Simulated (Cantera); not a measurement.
An isothermal, constant-pressure homogeneous reactor starts with H2 : O2 = 0.018 : 1 (molar parts), equivalence ratio 0.0090, at 1423 K and 420 Pa. Integrator tolerance rtol = 1e-08.

Computed with Cantera and GRI-Mech 3.0 (53 species, 325 reactions). Radical loss at walls, strong at low pressure, is not modelled.

| quantity | before | after |
|---|---|---|
| x(H2) at 3.00 s | 4.90e-5 (gas-phase equilibrium 1.78e-7) | 2.03e-6 (gas-phase equilibrium 2.37e-8) |
| x(O2) at 3.00 s | 0.975 (gas-phase equilibrium 0.982) | 0.996 (gas-phase equilibrium 0.998) |
| x(O) at 3.00 s | 0.00596 (gas-phase equilibrium 2.07e-5) | 0.00191 (gas-phase equilibrium 2.09e-5) |
| x(HO2) at 3.00 s | 1.34e-7 (gas-phase equilibrium 3.71e-8) | 2.76e-8 (gas-phase equilibrium 1.37e-8) |
| x(OH) at 3.00 s | 0.00156 (gas-phase equilibrium 9.43e-5) | 0.000320 (gas-phase equilibrium 3.46e-5) |
| x(H2O) at 3.00 s | 0.0168 (gas-phase equilibrium 0.0178) | 0.00223 (gas-phase equilibrium 0.00238) |
| x(H2O2) at 3.00 s | 3.88e-9 (gas-phase equilibrium 1.48e-10) | 5.10e-10 (gas-phase equilibrium 2.00e-11) |

Q: Which change was made?
A) H2 0.018 to 0.0024 parts
B) temperature 1423 to 1100 K
C) pressure from 420 Pa to 3100 Pa
D) O2 1 to 0.15 parts

A: A, H2 0.018 to 0.0024 parts
